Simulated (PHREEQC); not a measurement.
1 kg of water holding 0.014 mol K2CO3 and 0.59 mol KCl is evaporated at 75 °C; the solids stay in contact with the brine. No CO2 enters from the air. The run lets Kalicinite, Sylvite precipitate or redissolve, and no other solid.

The series has 28 steps of water left (kg), from 1 to 0.005065.

Equilibrium calculation in PHREEQC: Pitzer model, pitzer.dat.

**Question.** Which solids form, in which order, and at which step of the series does each first stand?

**Answer.** Sylvite from water left = 0.07813 kg (pH 10.64).

Away from 25 °C the constants follow the database's enthalpies or fits; those with neither stay at their 25 °C values.
